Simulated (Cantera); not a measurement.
An isothermal, constant-pressure homogeneous reactor starts with CO : O₂ : H₂O : N₂ = 0.0053 : 0.0021 : 0.0066 : 1 (molar parts), equivalence ratio 1.3, at 1125 K and 1000000 Pa. Integrator tolerance rtol = 1e-08.

Computed with Cantera and GRI-Mech 3.0 (53 species, 325 reactions).

Problem. What does this change do: O2 0.0021 to 0.019 parts?

Solution. 
```csv
quantity,before,after
x(CO) at 20.0 s,0.000652 (gas-phase equilibrium 0.000507),3.44e-11 (gas-phase equilibrium 3.45e-11)
x(O₂) at 20.0 s,7.32e-11 (gas-phase equilibrium <1e-12),0.0159 (gas-phase equilibrium 0.0159)
x(H₂O) at 20.0 s,0.00609 (gas-phase equilibrium 0.00594),0.00642 (gas-phase equilibrium 0.00642)
x(NO) at 20.0 s,2.30e-9 (gas-phase equilibrium 2.05e-12),8.09e-9 (gas-phase equilibrium 3.26e-5)
x(H₂) at 20.0 s,0.000435 (gas-phase equilibrium 0.000580),3.90e-11 (gas-phase equilibrium 3.91e-11)
x(O) at 20.0 s,<1e-12 (gas-phase equilibrium <1e-12),1.86e-10 (gas-phase equilibrium 1.85e-10)
```
